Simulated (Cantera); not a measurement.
**Equilibrium for abatement and gas-phase synthesis: CO2 + H2**

Input: 1 mol CO2, 0.097 mol H2, held at 61.0 bar.

Cantera equilibrium calculation (NASA polynomials, part measured and part estimated; ideal gas, pure solids and liquids). Candidate condensed phases: C, C6H6, C7H8, C8H18, H2O; 110 gas species. The ideal-gas law is rough above about 30 bar. The numbers say what is thermodynamically allowed, not how fast it happens.

```csv
T (K),log p CO2,log p CO,log p H2O,log p O2,log p OH,log p O,log p H2
2523,1.70,0.75,0.72,-0.86,-1.00,-2.22,-1.03
2573,1.70,0.76,0.72,-0.67,-0.88,-2.02,-1.02
2623,1.69,0.78,0.71,-0.50,-0.78,-1.84,-1.02
2673,1.69,0.80,0.71,-0.34,-0.68,-1.66,-1.00
2723,1.68,0.82,0.71,-0.20,-0.59,-1.50,-0.99
2773,1.68,0.85,0.70,-0.08,-0.51,-1.35,-0.97
2823,1.67,0.88,0.70,0.03,-0.43,-1.21,-0.94
2873,1.66,0.91,0.69,0.13,-0.35,-1.08,-0.92
2923,1.65,0.94,0.68,0.22,-0.29,-0.96,-0.89
2973,1.64,0.97,0.67,0.30,-0.22,-0.84,-0.86
3023,1.63,1.01,0.66,0.37,-0.16,-0.73,-0.83
3073,1.62,1.04,0.65,0.43,-0.10,-0.62,-0.81
3123,1.61,1.07,0.64,0.49,-0.05,-0.53,-0.78
3173,1.59,1.10,0.63,0.54,0.00,-0.43,-0.75
```
log p: log10 of the partial pressure in bar; nothing condenses.

From 2523 K to 3173 K nothing is condensed. The main C-bearing gas is CO2 throughout.
